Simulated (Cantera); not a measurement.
Cantera with NASA thermochemical tables; ideal gases at 1 bar, condensed phases pure. Values are per mole of reaction as written; species without (g) are pure solids or liquids, kept so even where they would boil at 1 bar. VN: taken at fixed stoichiometry.

3 VN + 4 O3(g) = 3 VO2(g) + 3 NO2(g), with ΔH° = -511.1 kJ and ΔS° = 448.3 J/K at 300 K.

Q: How far is the shortcut ΔG° ≈ ΔH°(300 K) − T·ΔS°(300 K) from the full temperature-dependent value at 1850, 1925, 2000, 2075, 2150, 2225, 2300 K?

A: 
```
T (K)  shortcut (kJ)  full (kJ)  difference (kJ)  difference in log10 K
-----  -------------  ---------  ---------------  ---------------------
1850         -1340.4    -1252.5            -87.9                   2.48
1925         -1374.0    -1278.5            -95.5                   2.59
2000         -1407.7    -1304.2           -103.5                   2.70
2075         -1441.3    -1329.5           -111.7                   2.81
2150         -1474.9    -1354.5           -120.4                   2.92
2225         -1508.5    -1379.2           -129.3                   3.04
2300         -1542.2    -1403.5           -138.7                   3.15
```
The shortcut ignores the heat-capacity change of the reaction.
